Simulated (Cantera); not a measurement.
An adiabatic, constant-pressure homogeneous reactor starts with CO : H2 : O2 : N2 = 1 : 0.15 : 1.44 : 5.4 (molar parts), equivalence ratio 0.40, at 1525 K and 320000 Pa. Integrator tolerance rtol = 1e-08.

Model: GRI-Mech 3.0 (53 species, 325 reactions), integrated in Cantera. The hydrogen kinetics of GRI-Mech 3.0 are dated; newer H2 mechanisms differ, most at raised pressure.

Question: What does this change do: initial temperature 1525 to 1075 K?

Answer: 
| quantity | before | after |
|---|---|---|
| time of steepest temperature rise | 11.3 µs | 0.386 ms |
| temperature at 2.00 s | 2484 K | 2156 K |
| equilibrium temperature | 2484 K | 2156 K |
| x(CO) at 2.00 s | 0.00726 (gas-phase equilibrium 0.00726) | 0.000991 (gas-phase equilibrium 0.000991) |
| x(H2) at 2.00 s | 0.000168 (gas-phase equilibrium 0.000168) | 2.83e-5 (gas-phase equilibrium 2.83e-5) |
| x(O2) at 2.00 s | 0.110 (gas-phase equilibrium 0.110) | 0.113 (gas-phase equilibrium 0.113) |
| x(NO2) at 2.00 s | 1.80e-5 (gas-phase equilibrium 1.80e-5) | 1.42e-5 (gas-phase equilibrium 1.42e-5) |
| x(O) at 2.00 s | 0.00249 (gas-phase equilibrium 0.00249) | 0.000383 (gas-phase equilibrium 0.000383) |

Question: What does this change do: initial temperature 1525 to 1300 K?

Answer: 
```tsv
quantity	before	after
time of steepest temperature rise	11.3 µs	26.6 µs
temperature at 2.00 s	2484 K	2329 K
equilibrium temperature	2484 K	2329 K
x(CO) at 2.00 s	0.00726 (gas-phase equilibrium 0.00726)	0.00308 (gas-phase equilibrium 0.00308)
x(H2) at 2.00 s	0.000168 (gas-phase equilibrium 0.000168)	7.80e-5 (gas-phase equilibrium 7.80e-5)
x(O2) at 2.00 s	0.110 (gas-phase equilibrium 0.110)	0.111 (gas-phase equilibrium 0.111)
x(NO2) at 2.00 s	1.80e-5 (gas-phase equilibrium 1.80e-5)	1.63e-5 (gas-phase equilibrium 1.63e-5)
x(O) at 2.00 s	0.00249 (gas-phase equilibrium 0.00249)	0.00110 (gas-phase equilibrium 0.00110)
```
